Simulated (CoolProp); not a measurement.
Model: reference Helmholtz-energy equation of state, Lemmon 2006, in CoolProp. It is a short technical equation, of lower accuracy than the large ones.

### Question
Give the vapour pressure (kPa), vapour density (kg/m³) of saturated carbon monoxide at -164.35 °C.

### Answer
| T (°C) | p (kPa) | vapour density (kg/m³) |
|---|---|---|
| -164.35 | 990 | 38.6 |
